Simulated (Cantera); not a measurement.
# Adiabatic ignition

An adiabatic, constant-pressure homogeneous reactor starts with 10.3 % CH4, 1.03 % C2H6, 13.5 % O2, 75.2 % N2, equivalence ratio 1.8, at 1498 K and 1.80 bar.

Computed with Cantera and GRI-Mech 3.0 (53 species, 325 reactions).

| t (s) | T (K) | x CH4 | x C2H6 | x O2 | x C2H2 | x OH | x H2O | x CO2 |
|---|---|---|---|---|---|---|---|---|
| 6.00e-6 | 1498 | 0.103 | 0.0102 | 0.135 | 1.45e-10 | 1.68e-7 | 3.85e-6 | 5.25e-9 |
| 1.90e-5 | 1497 | 0.103 | 0.0101 | 0.135 | 1.07e-8 | 8.50e-7 | 5.62e-5 | 1.90e-7 |
| 6.00e-5 | 1498 | 0.102 | 0.00959 | 0.134 | 8.14e-7 | 2.69e-6 | 0.000727 | 4.25e-6 |
| 0.000190 | 1521 | 0.0953 | 0.00738 | 0.129 | 3.63e-5 | 8.89e-6 | 0.00652 | 5.28e-5 |
| 0.000600 | 2436 | 1.05e-6 | <1e-12 | 1.22e-5 | 3.03e-6 | 0.000912 | 0.112 | 0.0178 |
| 0.00190 | 2434 | 1.09e-11 | <1e-12 | 1.36e-5 | <1e-12 | 0.000960 | 0.112 | 0.0178 |
| 0.00600 | 2434 | 1.06e-11 | <1e-12 | 1.37e-5 | <1e-12 | 0.000964 | 0.112 | 0.0178 |
| 0.0190 | 2435 | 1.05e-11 | <1e-12 | 1.37e-5 | <1e-12 | 0.000965 | 0.112 | 0.0178 |
| 0.0600 | 2435 | 1.05e-11 | <1e-12 | 1.37e-5 | <1e-12 | 0.000966 | 0.112 | 0.0178 |
| 0.190 | 2435 | 1.05e-11 | <1e-12 | 1.37e-5 | <1e-12 | 0.000966 | 0.112 | 0.0178 |
| 0.600 | 2435 | 1.05e-11 | <1e-12 | 1.37e-5 | <1e-12 | 0.000966 | 0.112 | 0.0178 |
x: mole fraction; the columns are a selection and need not sum to one.

```
Item                                                                  Result
---------------------------------  -----------------------------------------
time of steepest temperature rise                                   0.354 ms
temperature at 0.600 s                                                2435 K
equilibrium temperature                                               2435 K
x(CH4) at 0.600 s                  1.05e-11 (gas-phase equilibrium 1.18e-11)
x(C2H6) at 0.600 s                     <1e-12 (gas-phase equilibrium <1e-12)
x(O2) at 0.600 s                     1.37e-5 (gas-phase equilibrium 1.37e-5)
```
